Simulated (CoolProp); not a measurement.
Vapour-liquid equilibrium of dimethyl ether (1) + chloromethane (R40) (2) at 5.06 bar; x and y are mole fractions of (1).

Values from CoolProp's multi-fluid Helmholtz-energy mixture model, Wu 2011 and Thol 2014; pair parameters Bell 2016.

```tsv
x	bubble temperature, mixture model (K)	bubble temperature, Raoult's law (K)	y, mixture model	y, Raoult's law
0.05	294.0	293.6	0.044	0.051
0.2	294.6	293.5	0.186	0.204
0.35	295.0	293.4	0.341	0.355
0.5	295.1	293.3	0.504	0.506
0.65	294.8	293.2	0.666	0.655
0.8	294.2	293.1	0.820	0.804
0.95	293.3	293.0	0.958	0.951
```

The largest gap from Raoult's law is +1.8 K in bubble temperature, at x = 0.5. y crosses x between x = 0.35 and 0.5: the model has an azeotrope there.

Pair parameters are fitted to limited data, so mixtures are less certain than the pure fluids.
